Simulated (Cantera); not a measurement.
An adiabatic, constant-volume homogeneous reactor starts with CH₄ : C₂H₆ : O₂ : N₂ = 1 : 0.15 : 2.1 : 25.2 (molar parts), equivalence ratio 1.2, at 1648 K and 2100000 Pa. Integrator tolerance rtol = 1e-08.

Cantera simulation using GRI-Mech 3.0 (53 species, 325 reactions); the numbers are that mechanism's predictions, not measurements. The pressure lies above the range GRI-Mech 3.0 was tuned for (to about 10 atm).

Q: What does this change do: O2 2.1 to 5 parts?

A: 
```tsv
quantity	before	after
time of steepest temperature rise	24.3 µs	9.53 µs
temperature at 0.600 s	2559 K	2616 K
equilibrium temperature	2559 K	2616 K
x(CH₄) at 0.600 s	<1e-12 (gas-phase equilibrium <1e-12)	<1e-12 (gas-phase equilibrium <1e-12)
x(C₂H₆) at 0.600 s	<1e-12 (gas-phase equilibrium <1e-12)	<1e-12 (gas-phase equilibrium <1e-12)
x(O₂) at 0.600 s	0.000107 (gas-phase equilibrium 0.000107)	0.0695 (gas-phase equilibrium 0.0695)
x(CH₂) at 0.600 s	<1e-12 (gas-phase equilibrium <1e-12)	<1e-12 (gas-phase equilibrium <1e-12)
x(H₂) at 0.600 s	0.00983 (gas-phase equilibrium 0.00983)	0.000500 (gas-phase equilibrium 0.000500)
x(H) at 0.600 s	0.000561 (gas-phase equilibrium 0.000561)	0.000160 (gas-phase equilibrium 0.000160)
```
